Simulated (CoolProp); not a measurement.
Vapour-liquid equilibrium of n-hexane (1) + n-decane (2) at 0.0415 MPa; x and y are mole fractions of (1).

Model: multi-fluid Helmholtz-energy mixture model, Thol 2019 and Lemmon 2006; pair parameters Kunz 2012, in CoolProp.

| x | bubble temperature (°C) | y at the bubble point | dew temperature at overall composition x (°C) | liquid density (mol/L) |
|---|---|---|---|---|
| 0.05 | 124.8 | 0.446 | 140.5 | 4.618 |
| 0.15 | 100.3 | 0.795 | 137.1 | 4.919 |
| 0.25 | 84.8 | 0.905 | 133.4 | 5.186 |
| 0.35 | 74.1 | 0.950 | 129.3 | 5.444 |
| 0.45 | 66.1 | 0.971 | 124.6 | 5.703 |
| 0.55 | 59.9 | 0.983 | 119.3 | 5.972 |
| 0.65 | 54.9 | 0.990 | 112.9 | 6.254 |
| 0.75 | 50.8 | 0.994 | 104.8 | 6.555 |
| 0.85 | 47.2 | 0.997 | 93.7 | 6.877 |
| 0.95 | 44.2 | 0.999 | 73.9 | 7.223 |

No azeotrope shows between x = 0.05 and 0.95.

The pair parameters rest on a limited set of measurements; away from them the model extrapolates.
